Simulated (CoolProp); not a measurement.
Acetone at several states: fugacity coefficient from the reference equation and from simpler models built on Tc = 508.1 K, pc = 4692 kPa, ω = 0.307; each cubic takes its own stable root.

The numbers come from the reference Helmholtz-energy equation of state, Lemmon 2006 in CoolProp. It is a short technical equation, of lower accuracy than the large ones.

| T (K) | p (kPa) | phase | reference | van der Waals | Soave-Redlich-Kwong | Peng-Robinson |
|---|---|---|---|---|---|---|
| 480 | 17.7 | gas | 0.9982 | 0.9987 | 0.9984 | 0.9983 |
| 255.7 | 989 | liquid | 0.003550 | 0.1396 | 0.003280 | 0.003538 |
| 506 | 92.2 | gas | 0.9921 | 0.9941 | 0.9932 | 0.9925 |
| 407.4 | 425 | gas | 0.9194 | 0.9548 | 0.9374 | 0.9334 |
| 474.4 | 5720 | liquid | 0.3778 | 0.5068 | 0.4145 | 0.3979 |
